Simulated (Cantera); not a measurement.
Feed: 1 mol SiH4, 0.23 mol HCl, 28 mol H2, held at 1400 °C and 70.0 mbar.

Cantera equilibrium calculation (NASA polynomials, part measured and part estimated; ideal gas, pure solids and liquids). Candidate condensed phases: Si; 19 gas species. Gases not in the tables: Si2H6 and higher silanes. Equilibrium is a limit: real reactors are often held back by kinetics, nucleation or transport.

Base state: H2 0.992, HCl 0.00722, H 0.000429, SiCl2 0.000189, SiH2 1.09e-5 (mole fractions); condensed: Si(s).

Q: What changes in the equilibrium state with this change: temperature from 1400 °C to 2252 °C?

A: 
| species | before | after |
|---|---|---|
| H2 | 0.992 | 0.865 |
| H | 0.000429 | 0.0985 |
| Si | 5.99e-6 | 0.0276 |
| Si2 | 2.31e-8 | 0.000259 |
| Si3 | 5.69e-9 | 1.50e-5 |
| SiH | 2.66e-6 | 0.00173 |
| Cl | 2.44e-6 | 0.000504 |
| SiCl | 2.23e-6 | 0.000196 |
| Si(s), mol | 0.994 | 0 |
The tables' values for SiCl are old estimates; treat these amounts as uncertain.
